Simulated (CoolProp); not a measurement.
Vapour-liquid equilibrium of diethyl ether (1) + methanol (2) at 0.968 MPa; x and y are mole fractions of (1).

Values from CoolProp's multi-fluid Helmholtz-energy mixture model, Thol 2014 and de Reuck 1993; pair parameters Bell 2016.

| x | bubble temperature, mixture model (K) | bubble temperature, Raoult's law (K) | y, mixture model | y, Raoult's law |
|---|---|---|---|---|
| 0.05 | 405.1 | 407.7 | 0.114 | 0.069 |
| 0.2 | 397.7 | 405.2 | 0.350 | 0.265 |
| 0.35 | 393.2 | 402.7 | 0.491 | 0.441 |
| 0.5 | 390.6 | 400.1 | 0.592 | 0.599 |
| 0.65 | 389.2 | 397.5 | 0.686 | 0.739 |
| 0.8 | 388.9 | 394.8 | 0.793 | 0.861 |
| 0.95 | 390.2 | 392.1 | 0.937 | 0.968 |

The largest gap from Raoult's law is -9.5 K in bubble temperature, at x = 0.5. y crosses x between x = 0.65 and 0.8: the model has an azeotrope there.

Pair parameters are fitted to limited data, so mixtures are less certain than the pure fluids.
